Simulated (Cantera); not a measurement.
Input: 1 mol SiF4, 0.66 mol N2, at 1598.15 K and 0.100 bar.

These are equilibrium values from Cantera (NASA tables, ideal gas, pure condensed phases), not measurements of a reactor. Candidate condensed phases: Si, Si3N4; 16 gas species. Equilibrium is a limit: real reactors are often held back by kinetics, nucleation or transport.

Question: What is the equilibrium state?

Answer: 
```json
{
  "x(SiF4)": "0.602",
  "x(N2)": "0.398",
  "x(F)": "4.35e-6",
  "x(SiF3)": "4.35e-6",
  "gas_amount": "1.660 mol",
  "log10 activity of Si(s) (absent)": "-18.59"
}
```
